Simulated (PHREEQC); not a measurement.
NaOH is added in steps, without added water, to 1 kg of water holding 0.28 mol/kgw HNO3 and 0.0024 mol/kgw CuCl2, at 25 °C. Oxygen is held at 0.21 atm. CO2 from the air is kept out. Solids allowed: Cu(OH)2, Atacamite, Cu2(OH)3NO3, Halite. Others were left out.

Base run: PHREEQC, ion-association model, wateq4f.dat. Each further column changes one thing. The table gives pH.

```json
[
 {"NaOH added (mol)": "0", "base": "0.66", "Debye-Hückel limiting law": "0.83", "all activity coefficients set to 1": "0.55", "Davies equation for every ion": "0.69"},
 {"NaOH added (mol)": "0.0375", "base": "0.72", "Debye-Hückel limiting law": "0.89", "all activity coefficients set to 1": "[?]", "Davies equation for every ion": "0.75"},
 {"NaOH added (mol)": "0.075", "base": "0.79", "Debye-Hückel limiting law": "0.96", "all activity coefficients set to 1": "0.69", "Davies equation for every ion": "0.82"},
 {"NaOH added (mol)": "0.1125", "base": "0.88", "Debye-Hückel limiting law": "1.05", "all activity coefficients set to 1": "0.78", "Davies equation for every ion": "0.91"},
 {"NaOH added (mol)": "0.15", "base": "0.99", "Debye-Hückel limiting law": "1.16", "all activity coefficients set to 1": "0.89", "Davies equation for every ion": "1.02"},
 {"NaOH added (mol)": "0.1875", "base": "1.14", "Debye-Hückel limiting law": "1.31", "all activity coefficients set to 1": "[?]", "Davies equation for every ion": "1.17"},
 {"NaOH added (mol)": "0.225", "base": "1.37", "Debye-Hückel limiting law": "1.53", "all activity coefficients set to 1": "[?]", "Davies equation for every ion": "1.40"},
 {"NaOH added (mol)": "0.2625", "base": "1.86", "Debye-Hückel limiting law": "[?]", "all activity coefficients set to 1": "[?]", "Davies equation for every ion": "1.89"},
 {"NaOH added (mol)": "0.3", "base": "12.01", "Debye-Hückel limiting law": "[?]", "all activity coefficients set to 1": "12.18", "Davies equation for every ion": "12.05"}
]
```

Problem. Some entries are withheld; supply them.

Solution. 
- 0.0375, all activity coefficients set to 1: 0.62
- 0.1875, all activity coefficients set to 1: 1.04
- 0.225, all activity coefficients set to 1: 1.26
- 0.2625, Debye-Hückel limiting law: 2.03
- 0.2625, all activity coefficients set to 1: 1.76
- 0.3, Debye-Hückel limiting law: 11.90

The database's constant for dissolved Cu(OH)2 is higher than later reviews accept.
